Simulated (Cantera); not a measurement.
A Cantera script and what it prints.

```python
import numpy as np
import cantera as ct

gas_names = """
    B BH BH2 BH3 BO BO2 B2 B2O B2O2 B2O3 B3O3H3 H HBO HBO2 HO2 H2 H2O H2O2 H3B3O6 O OH O2 O3
""".split()
cond_names = """
    B(b) B(L) B2O3(L) B3O3H3(cr) H2O(s) H2O(L)
""".split()


# ... load() reads the species with a 1 bar reference pressure and builds the phases ...
atoms = {
    'B2O3': {'B': 2, 'O': 3},
    'O2': {'O': 2},
    'H2': {'H': 2},
}
top_T = {}  # K; cautious upper limits of use, not melting points


# ... equilibrate(T, P, feed) seeds the gas with the atoms and calls Mixture.equilibrate('TP', solver="vcs", rtol=1e-11, max_steps=5000) ...
results = []
feed = {'B2O3': 1, 'O2': 0.11, 'H2': 0.4}  # mol
T = 950  # K
P = 1000  # Pa
mix = equilibrate(T, P, feed)
results.append((T, P, feed, dict(zip(mix.species_names, mix.species_moles))))
print(gas.report(threshold=1e-05))
for i in range(1, mix.n_phases):
    print(f"{mix.phase(i).name:16s} {mix.phase_moles(i):12.5e} mol")
```

Result:

```
       temperature   950 K
          pressure   1000 Pa
           density   0.00139 kg/m^3
  mean mol. weight   10.979 kg/kmol
   phase of matter   gas

                          1 kg             1 kmol
                     ---------------   ---------------
          enthalpy       -1.0381e+07       -1.1397e+08  J
   internal energy         -1.11e+07       -1.2187e+08  J
           entropy             22365        2.4555e+05  J/K
    Gibbs function       -3.1628e+07       -3.4724e+08  J
 heat capacity c_p            3295.7             36184  J/K
 heat capacity c_v            2538.4             27869  J/K

                      mass frac. Y      mole frac. X     chem. pot. / RT
                     ---------------   ---------------   ---------------
              HBO2         0.0002564        6.4245e-05           -116.93
                H2          0.082689           0.45032           -22.782
               H2O           0.89944           0.54815           -60.528
            H3B3O6          0.017614         0.0014712           -350.79
     [  +19 minor]        8.4382e-10        3.8935e-09

B(b)              0.00000e+00 mol
B2O3(L)           9.99105e-01 mol
B3O3H3(cr)        0.00000e+00 mol
```

Equilibrium computed with Cantera from the NASA thermochemical tables; the gas is ideal and each condensed phase is pure. Gases not in the tables: H3BO3.
